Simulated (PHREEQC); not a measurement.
Ca(OH)2 is added in steps, without added water, to 1 kg of water holding 0.012 mol/kgw CuSO4, 0.34 mol/kgw HCl and 0.004 mol/kgw KCl, at 91 °C. O2 is buffered at 0.21 atm. No CO2 enters from the air. Solids allowed: Gypsum, Portlandite, Cu(OH)2, Brochantite, Antlerite, Atacamite, Chalcanthite. Others were left out.

Base run: PHREEQC, ion-association model, wateq4f.dat. Each further column changes one thing. The table gives pH.

```tsv
Ca(OH)2 added (mol)	base	KCl left out	CuSO4 from 0.012 to 0.024 mol/kgw	diluted 5-fold with water	no solid may form
0	0.61	0.61	0.62	1.27	0.61
0.052	0.78	0.78	0.80	10.29	0.78
0.117	1.15	1.15	1.20	10.29	1.15
0.169	2.98	2.98	2.99	10.29	3.04
0.234	10.06	10.06	10.06	10.29	11.18
0.286	10.06	10.06	10.06	10.29	11.47
0.351	10.06	10.06	10.06	10.29	11.67
0.403	10.06	10.06	10.06	10.29	11.78
0.468	10.06	10.06	10.06	10.29	11.88
0.52	10.06	10.06	10.06	10.29	11.94
```

At this temperature some constants are extrapolated from 25 °C, and those without enthalpy data are left unchanged. The database's constant for dissolved Cu(OH)2 is higher than later reviews accept. In at least one series the solution becomes supersaturated in solids that the run did not let form, among them Gypsum, Portlandite, Cu(OH)2, Brochantite, Antlerite. The ionic strength passes 0.7 mol/kgw, the rough limit of the ion-association models, in part of: no solid may form.
